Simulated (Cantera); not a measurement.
What does this Cantera script print?

```python
import numpy as np
import cantera as ct

gas_names = """
    CL CL2 H HCL H2 N NH NH2 NH3 N2 N2H2 N2H4 Si SiCL SiCL2 SiCL3 SiCL4 SiH SiHCL3 SiH2 SiH2CL2 SiH3
    SiH3CL SiH4 SiN Si2 Si2N Si3
""".split()
cond_names = """
    NH4CL(a) NH4CL(b) Si(cr) Si(L) Si3N4(a)
""".split()


# ... load() reads the species with a 1 bar reference pressure and builds the phases ...
atoms = {
    'SiHCl3': {'Si': 1, 'H': 1, 'CL': 3},
    'N2': {'N': 2},
}
top_T = {'Si3N4(a)': 2400}  # K; cautious upper limits of use, not melting points


# ... equilibrate(T, P, feed) seeds the gas with the atoms and calls Mixture.equilibrate('TP', solver="vcs", rtol=1e-11, max_steps=5000) ...
results = []
T = 873.15  # K
P = 1000  # Pa
for m in [4.2, 5.4, 7, 9.1, 12, 15, 20, 26, 33]:
    feed = {'SiHCl3': 1, 'N2': m}  # mol
    mix = equilibrate(T, P, feed)
    results.append((T, P, feed, dict(zip(mix.species_names, mix.species_moles))))

top = {s: max(r[3][s] / sum(r[3][g] for g in gas_names) for r in results) for s in gas_names}
cols = sorted((s for s in top if top[s] > 1e-06), key=lambda s: -top[s])[:7]
seen = [c for c in cond_names if any(r[3].get(c, 0) > 1e-12 for r in results)]
print("log10 of partial pressures in bar; condensed amounts in mol")
print(f"{'n(N2)':>10s}" + "".join(f"{s[:9]:>10s}" for s in cols + seen))
for T, P, feed, n in results:
    ng = sum(n[g] for g in gas_names)
    print(f"{feed['N2']:10.4g}" + "".join(f"{np.log10(max(n[s] / ng * P / 1e5, 1e-99)):10.3f}" for s in cols)
          + "".join(f"{n.get(c, 0):10.4g}" for c in seen))
```

It prints:

```
log10 of partial pressures in bar; condensed amounts in mol
     n(N2)        N2       HCL     SiCL4        H2    SiHCL3     SiCL3  Si3N4(a)
       4.2    -2.136    -2.852    -2.978    -3.635    -6.430    -7.185     0.146
       5.4    -2.108    -2.930    -3.070    -3.754    -6.563    -7.258    0.1474
         7    -2.085    -3.015    -3.168    -3.884    -6.705    -7.336    0.1489
       9.1    -2.066    -3.106    -3.271    -4.019    -6.853    -7.416    0.1503
        12    -2.051    -3.205    -3.383    -4.167    -7.013    -7.502    0.1517
        15    -2.041    -3.287    -3.475    -4.289    -7.145    -7.573    0.1528
        20    -2.031    -3.396    -3.595    -4.450    -7.317    -7.665    0.1541
        26    -2.024    -3.498    -3.706    -4.600    -7.477    -7.749    0.1553
        33    -2.019    -3.591    -3.808    -4.738    -7.623    -7.827    0.1562
```

These are equilibrium values from Cantera (NASA tables, ideal gas, pure condensed phases), not measurements of a reactor. N2 is the only nitrogen source here; it is nearly inert below about 1500 K, so the nitride shown seldom forms there in practice.
